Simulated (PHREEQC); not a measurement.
Synthetic water in mg/L, 20 °C, pH 3.66, pe 9.4:

| constituent | mg/L |
|---|---|
| Na | 50.2 |
| K | 23.9 |
| Ca | 150 |
| Mg | 18.5 |
| Cl | 39.2 |
| S(6) as SO4 | 534 |
| Mn(2) | 0.13 |
| B | 0.884 |

Valence states are taken as typed.

Computed with PHREEQC (ion-association model, wateq4f.dat).

```json
[
 {"quantity": "ionic strength (mol/kgw)", "before": "0.0178", "after": "0.0267"},
 {"quantity": "SO4-2 (mol/kgw)", "before": "0.00441", "after": "0.00937"},
 {"quantity": "Ca+2 (mol/kgw)", "before": "0.00287", "after": "0.00244"},
 {"quantity": "CaSO4 (mol/kgw)", "before": "0.000870", "after": "0.00131"},
 {"quantity": "Mg+2 (mol/kgw)", "before": "0.000572", "after": "0.000479"},
 {"quantity": "MgSO4 (mol/kgw)", "before": "0.000189", "after": "0.000282"},
 {"quantity": "SI of Gypsum (CaSO4:2H2O)", "before": "-0.76", "after": "-0.58"},
 {"quantity": "SI of Halite (NaCl)", "before": "-7.31", "after": "-7.33"}
]
```

Which change was made?
A. Mg from 18.5 to 37 mg/L
B. S(6) from 534 to 1070 mg/L
C. all concentrations times 4 at the same typed pH

B, S(6) from 534 to 1070 mg/L

This is a speciation only: nothing precipitates in the calculation.
